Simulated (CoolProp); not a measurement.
Computed with CoolProp (reference Helmholtz-energy equation of state, Wagner 2002).

Problem. For water, give the phase and the density (kg/m³), cv (kJ/(kg K)), isothermal compressibility (1/MPa), viscosity (µPa s) at 472.9 K and 448 bar; 557.7 K and 448 bar.

Solution. 
- 472.9 K and 448 bar: liquid; density 894, cv 3.29, isothermal compressibility 0.000674, viscosity 145
- 557.7 K and 448 bar: liquid; density 793, cv 3.04, isothermal compressibility 0.00133, viscosity 103

Viscosity comes from a separate model (Huber 2009).
